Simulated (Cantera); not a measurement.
Charge: 1 mol CH₂F₂, 0.0091 mol CH₄, 0.09 mol H₂, held at 2098 K and 20.0 mbar.

Equilibrium computed with Cantera from the NASA thermochemical tables; the gas is ideal and each condensed phase is pure. Candidate condensed phases: C, C₆H₆, C₇H₈, C₈H₁₈; 95 gas species. Rates play no part.

Base state: HF 0.946, H₂ 0.0488, H 0.00480, C₂H₂ (acetylene) 6.96e-5, F 5.60e-5 (mole fractions); condensed: C(graphite).

Problem. What changes in the equilibrium state with this change: CH₂F₂ replaced by CF₄?

Solution. 
```tsv
species	before	after
CF₄	<1e-9	0.654
HF	0.946	0.168
CF₂	2.00e-7	0.118
H₂	0.0488	1.89e-9
F	5.60e-5	0.0504
CF₃	<1e-9	0.00975
C₂H₂ (acetylene)	6.96e-5	<1e-9
C(graphite), mol	1.01	0
```
Gases not in the tables: C₂F₆ and larger saturated fluorocarbons.

Problem. What changes in the equilibrium state with this change: 0.012 mol Cl₂ added?

Solution. 
```tsv
species	before	after
HF	0.946	0.941
H₂	0.0488	0.0434
HCl	0	0.0105
Cl	0	0.000806
C₂H₂ (acetylene)	6.96e-5	6.19e-5
H	0.00480	0.00453
F	5.60e-5	5.91e-5
C(graphite), mol	1.01	1.01
```

Problem. What changes in the equilibrium state with this change: temperature from 2098 K to 1550 K?

Solution. 
```csv
species,before,after
HF,0.946,0.949
H₂,0.0488,0.0513
H,0.00480,5.04e-5
F,5.60e-5,3.63e-8
C₂H₂ (acetylene),6.96e-5,8.23e-7
"C(graphite), mol",1.01,1.01
```
